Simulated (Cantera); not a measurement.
A closed system holds: 1 mol CO, 1.8 mol CO2, equilibrated at 2223.15 K and 2200 Pa.

Equilibrium computed with Cantera from the NASA thermochemical tables; the gas is ideal and each condensed phase is pure. Candidate condensed phases: C; 12 gas species. Rates play no part.

Base state: CO2 0.623, CO 0.369, O2 0.00645, O 0.00169 (mole fractions); condensed: gas only.

Q: What changes in the equilibrium state with this change: temperature from 2223.15 K to 2898.15 K?

A: 
| species | before | after |
|---|---|---|
| CO | 0.369 | 0.617 |
| O | 0.00169 | 0.163 |
| CO2 | 0.623 | 0.125 |
| O2 | 0.00645 | 0.0945 |
